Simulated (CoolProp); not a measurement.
Vapour-liquid equilibrium of propylene (1) + R152A (2) at -84.75 °C; x and y are mole fractions of (1).

Values from CoolProp's multi-fluid Helmholtz-energy mixture model, Lemmon 2013 and Outcalt 1996; pair parameters Bell 2016.

```csv
x,bubble pressure (bar),y at the bubble point,dew pressure at overall composition x (bar),liquid density (mol/L)
0.05,0.04647,0.502,0.02547,17.00
0.15,0.07816,0.728,0.02831,16.78
0.25,0.09711,0.796,0.03186,16.57
0.35,0.1078,0.827,0.03641,16.38
0.45,0.1136,0.843,0.04248,16.20
0.55,0.1170,0.854,0.05093,16.04
0.65,0.1195,0.864,0.06345,15.90
0.75,0.1221,0.878,0.08357,15.77
0.85,0.1249,0.904,0.1159,15.67
0.95,0.1271,0.955,0.1270,15.58
```

No azeotrope shows between x = 0.05 and 0.95.

The pair parameters rest on a limited set of measurements; away from them the model extrapolates. With so large a gap from Raoult's law the liquid may split in two, which this calculation doesn't test in full.
